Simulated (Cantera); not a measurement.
## Equilibrium for iron carbonyl, mercury and lead vapours: Hg + H₂

A closed system holds: 1 mol Hg, 0.16 mol H₂, at 1225 K and 0.133 bar.

Equilibrium computed with Cantera from the NASA thermochemical tables; the gas is ideal and each condensed phase is pure. Candidate condensed phases: Hg; 3 gas species. Kinetics and transport are ignored.

| Property | Result |
|---|---|
| x(Hg) | 0.862 |
| x(H₂) | 0.138 |
| gas amount | 1.160 mol |
| log10 activity of Hg(l) (absent) | -3.26 |
